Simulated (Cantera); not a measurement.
Charge: 1 mol AlN, 43 mol H₂, 3.8 mol N₂, held at 100000 Pa.

These are equilibrium values from Cantera (NASA tables, ideal gas, pure condensed phases), not measurements of a reactor. Candidate condensed phases: Al, AlN; 13 gas species. Rates play no part. All values below are at 450 °C.

Base state: H₂ 0.918, N₂ 0.0805, NH₃ 0.00175 (mole fractions); condensed: AlN(s).

Q: What changes in the equilibrium state with this change: AlN replaced by BN?

A: 
| species | before | after |
|---|---|---|
| H₂ | 0.918 | 0.918 |
| N₂ | 0.0805 | 0.0805 |
| NH₃ | 0.00175 | 0.00175 |
| AlN(s), mol | 1.00 | 0 |
| BN(s), mol | 0 | 1.00 |
Further candidate phases: B, BN.
